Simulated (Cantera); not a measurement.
Feed: 1 mol HF, 0.32 mol H₂O, 0.39 mol N₂, equilibrated at 0.0975 Torr.

Cantera equilibrium calculation (NASA polynomials, part measured and part estimated; ideal gas, pure solids and liquids). Candidate condensed phases: H₂O; 40 gas species. Rates play no part. All values below are at 2225 °C.

Base state: HF 0.417, H 0.254, N₂ 0.168, O 0.110, F 0.0163, H₂ 0.0135, OH 0.00889, O₂ 0.00767 (mole fractions); condensed: gas only.

### Question
What changes in the equilibrium state with this change: N₂ from 0.39 to 49 mol?

### Answer
```csv
species,before,after
N₂,0.168,0.955
H,0.254,0.0190
HF,0.417,0.0128
H₂,0.0135,7.54e-5
O,0.110,0.00590
F,0.0163,0.00670
H₂O,0.00228,6.85e-7
O₂,0.00767,2.20e-5
OH,0.00889,3.56e-5
NO,0.00202,0.000258
```
